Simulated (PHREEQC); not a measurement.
Solution (25 °C): 0.0062 mol/kgw HNO3 and 4.1e-05 mol/kgw KH2PO4. Closed to the air; pH follows from the charge balance.

The numbers come from PHREEQC with the ion-association model, phreeqc.dat.

* **pH**: 2.24
* **ionic strength**: 0.00622 mol/kgw
* **specific conductance**: 2460 µS/cm
* **total alkalinity**: -6.20 meq/kg

| species | molality | activity | log γ |
|---|---|---|---|
| NO3- | 0.00620 | 0.00569 | -0.037 |
| H+ | 0.00618 | 0.00573 | -0.033 |
| K+ | 4.10e-5 | 3.77e-5 | -0.037 |
| H2PO4- | 2.31e-5 | 2.13e-5 | -0.035 |
| H3PO4 | 1.79e-5 | 1.80e-5 | 0.001 |

No solid was allowed to form.
